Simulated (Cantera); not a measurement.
What does this Cantera script print?

```python
import numpy as np
import cantera as ct

gas_names = """
    C CO COS CO2 CS CS2 C2 C2O C3 C3O2 C4 C5 Mg MgO MgS Mg2 O O2 O3 S SO SO2 SO3 S2 S2O S8
""".split()
cond_names = """
    C(gr) Mg(cr) Mg(L) MgCO3(s) MgO(s) MgO(L) MgS(s) MgSO4(s) MgSO4(L) S(cr1) S(cr2) S(L)
""".split()


# ... load() reads the species with a 1 bar reference pressure and builds the phases ...
atoms = {
    'MgSO4': {'Mg': 1, 'S': 1, 'O': 4},
    'CO2': {'C': 1, 'O': 2},
}
top_T = {'C(gr)': 4500, 'MgS(s)': 2250}  # K; cautious upper limits of use, not melting points


# ... equilibrate(T, P, feed) seeds the gas with the atoms and calls Mixture.equilibrate('TP', solver="vcs", rtol=1e-11, max_steps=5000) ...
results = []
feed = {'MgSO4': 1, 'CO2': 0.27}  # mol
P = 72  # Pa
for T in [573, 773, 973, 1173, 1373, 1573, 1773, 1973, 2173]:
    mix = equilibrate(T, P, feed)
    results.append((T, P, feed, dict(zip(mix.species_names, mix.species_moles))))

top = {s: max(r[3][s] / sum(r[3][g] for g in gas_names) for r in results) for s in gas_names}
cols = sorted((s for s in top if top[s] > 0.001), key=lambda s: -top[s])[:5]
seen = [c for c in cond_names if any(r[3].get(c, 0) > 1e-12 for r in results)]
print("log10 of partial pressures in bar; condensed amounts in mol")
print(f"{'T/K':>10s}" + "".join(f"{s[:9]:>10s}" for s in cols + seen))
for T, P, feed, n in results:
    ng = sum(n[g] for g in gas_names)
    print(f"{T:10.4g}" + "".join(f"{np.log10(max(n[s] / ng * P / 1e5, 1e-99)):10.3f}" for s in cols)
          + "".join(f"{n.get(c, 0):10.4g}" for c in seen))
```

It prints:

```
log10 of partial pressures in bar; condensed amounts in mol
       T/K       CO2       SO2        O2         O        CO    MgO(s)  MgSO4(s)
       573    -3.143   -14.017   -12.725   -25.962   -18.025 2.728e-12         1
       773    -3.143    -7.468    -7.769   -17.557   -13.815 1.286e-05         1
       973    -3.256    -3.962    -4.263   -12.301   -11.750   0.05412    0.9459
      1173    -3.959    -3.392    -3.693    -9.701   -10.153         1         0
      1373    -3.959    -3.391    -3.692    -8.056    -8.328         1         0
      1573    -3.960    -3.391    -3.692    -6.827    -6.971         1         0
      1773    -3.965    -3.392    -3.692    -5.874    -5.929         1         0
      1973    -3.996    -3.400    -3.694    -5.113    -5.127    0.9995         0
      2173    -4.124    -3.443    -3.701    -4.494    -4.575    0.9721         0
```

Equilibrium computed with Cantera from the NASA thermochemical tables; the gas is ideal and each condensed phase is pure.
